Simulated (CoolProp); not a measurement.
Vapour pressure (kPa) of sulfur hexafluoride: the reference equation beside estimates from Tc = 318.7 K, pc = 3755 kPa, ω = 0.210. Clausius-Clapeyron is anchored at 242.3 K with a constant enthalpy of vaporisation of 14.92 kJ/mol.

Model: reference Helmholtz-energy equation of state, Guder 2009, in CoolProp.

```json
[
 {"T (K)": "242.3", "reference": "477.8", "Clausius-Clapeyron": "477.8", "van der Waals": "1132"},
 {"T (K)": "245.2", "reference": "528.8", "Clausius-Clapeyron": "521.5", "van der Waals": "1198"},
 {"T (K)": "248", "reference": "581.8", "Clausius-Clapeyron": "566.5", "van der Waals": "1265"},
 {"T (K)": "250.9", "reference": "640.7", "Clausius-Clapeyron": "…", "van der Waals": "1336"},
 {"T (K)": "253.7", "reference": "…", "Clausius-Clapeyron": "666.5", "van der Waals": "1406"},
 {"T (K)": "256.6", "reference": "769.3", "Clausius-Clapeyron": "721.9", "van der Waals": "1482"},
 {"T (K)": "259.4", "reference": "839.1", "Clausius-Clapeyron": "778.6", "van der Waals": "…"},
 {"T (K)": "262.3", "reference": "916.2", "Clausius-Clapeyron": "…", "van der Waals": "1639"},
 {"T (K)": "265.1", "reference": "995.5", "Clausius-Clapeyron": "903.4", "van der Waals": "1719"},
 {"T (K)": "268", "reference": "1083", "Clausius-Clapeyron": "972.1", "van der Waals": "1805"}
]
```

**Question.** Fill in the missing entries.

**Answer.** 
- 250.9, Clausius-Clapeyron: 615.9
- 253.7, reference: 701.7
- 259.4, van der Waals: 1558
- 262.3, Clausius-Clapeyron: 840.4

Absolute difference from the reference over all 10 rows, mean and median: Clausius-Clapeyron 5.4 and 5.6 %, van der Waals 98.6 and 96.5 %.
